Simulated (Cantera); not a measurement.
An isothermal, constant-pressure homogeneous reactor starts with NO : N2 = 1 : 4.5 (molar parts), at 1625 K and 40000 Pa. Integrator tolerance rtol = 1e-08.

Model: GRI-Mech 3.0 (53 species, 325 reactions), integrated in Cantera.

**Question.** What does this change do: pressure from 40000 Pa to 101000 Pa?

**Answer.** 
```json
[
 {"quantity": "x(NO) at 20.0 s", "before": "0.162 (gas-phase equilibrium 0.00152)", "after": "0.138 (gas-phase equilibrium 0.00152)"},
 {"quantity": "x(NO2) at 20.0 s", "before": "8.80e-5 (gas-phase equilibrium 2.37e-6)", "after": "0.000171 (gas-phase equilibrium 3.77e-6)"},
 {"quantity": "x(N2O) at 20.0 s", "before": "9.40e-6 (gas-phase equilibrium 6.13e-8)", "after": "7.11e-6 (gas-phase equilibrium 9.75e-8)"},
 {"quantity": "x(O) at 20.0 s", "before": "3.35e-6 (gas-phase equilibrium 9.30e-6)", "after": "2.96e-6 (gas-phase equilibrium 5.84e-6)"},
 {"quantity": "x(O2) at 20.0 s", "before": "0.0100 (gas-phase equilibrium 0.0901)", "after": "0.0217 (gas-phase equilibrium 0.0901)"},
 {"quantity": "x(N2) at 20.0 s", "before": "0.828 (gas-phase equilibrium 0.908)", "after": "0.840 (gas-phase equilibrium 0.908)"}
]
```
